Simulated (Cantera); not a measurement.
## Aluminium nitride and oxide growth: AlI3 + N2O + N2 + NH3

Feed: 1 mol AlI3, 0.9 mol N2O, 490 mol N2, 11 mol NH3, at 1550 °C.

These are equilibrium values from Cantera (NASA tables, ideal gas, pure condensed phases), not measurements of a reactor. Candidate condensed phases: Al, AlI3, AlN, Al2O3, H2O, I2; 41 gas species. Mutual solubility and eutectic melting of coexisting phases are not modelled. Equilibrium is a limit: real reactors are often held back by kinetics, nucleation or transport.

```tsv
P (Pa)	x N2	x H2	x H	x I	x HI	x AlI	n Al2O3(s)	n AlN(s)
10	0.958	0.0282	0.00728	0.00572	9.51e-6	6.36e-5	0.290	0
37	0.960	0.0299	0.00390	0.00560	1.85e-5	0.000184	0.290	0
140	0.961	0.0309	0.00204	0.00537	3.50e-5	0.000404	0.292	0
520	0.962	0.0314	0.00107	0.00513	6.50e-5	0.000613	0.296	0
1900	0.962	0.0316	0.000560	0.00497	0.000121	0.000721	0.298	0
7200	0.962	0.0317	0.000288	0.00483	0.000228	0.000760	0.299	0
27000	0.962	0.0317	0.000149	0.00462	0.000423	0.000772	0.300	0
100000	0.963	0.0316	7.71e-5	0.00460	0.000808	0.000411	0.299	0.189
```
x: gas mole fraction; n: condensed amount in mol.

From 10.0 Pa to 0.270 bar the condensed part is Al2O3(s). At 1.00 bar the condensed part is AlN(s) + Al2O3(s). The main Al-bearing gas is Al at 10.0 Pa and AlI at 1.00 bar.
